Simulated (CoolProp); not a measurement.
Hydrogen chloride along the isobar 0.749 MPa: fugacity coefficient from the reference equation and from simpler models built on Tc = 51.5 °C, pc = 8.314 MPa, ω = 0.130; each cubic takes its own stable root.

The numbers come from the reference Helmholtz-energy equation of state, Thol 2018 in CoolProp.

| T (°C) | phase | reference |
|---|---|---|
| -21.15 | gas | 0.9242 |
| -14.05 | gas | 0.9310 |
| -6.95 | gas | 0.9369 |
| 0.15 | gas | 0.9422 |
| 7.25 | gas | 0.9468 |
| 14.35 | gas | 0.9509 |
| 21.45 | gas | 0.9546 |
| 28.65 | gas | 0.9580 |
| 35.75 | gas | 0.9609 |
| 42.85 | gas | 0.9636 |
| 49.95 | gas | 0.9660 |
| 57.05 | gas | 0.9682 |
| 64.15 | gas | 0.9703 |
| 71.25 | gas | 0.9721 |
| 78.35 | gas | 0.9738 |
| 85.45 | gas | 0.9754 |

Task: How far does each simpler model (van der Waals, Redlich-Kwong, Soave-Redlich-Kwong, Peng-Robinson) lie from the reference over these 16 states: mean and median of the absolute difference, and the worst?

Result: 
- van der Waals: mean 1.2 %, median 1.0 %, worst +3.0 % at -21.15 °C and 0.749 MPa
- Redlich-Kwong: mean 0.6 %, median 0.4 %, worst +1.5 % at -21.15 °C and 0.749 MPa
- Soave-Redlich-Kwong: mean 0.5 %, median 0.4 %, worst +1.2 % at -21.15 °C and 0.749 MPa
- Peng-Robinson: mean 0.2 %, median 0.1 %, worst +0.8 % at -21.15 °C and 0.749 MPa
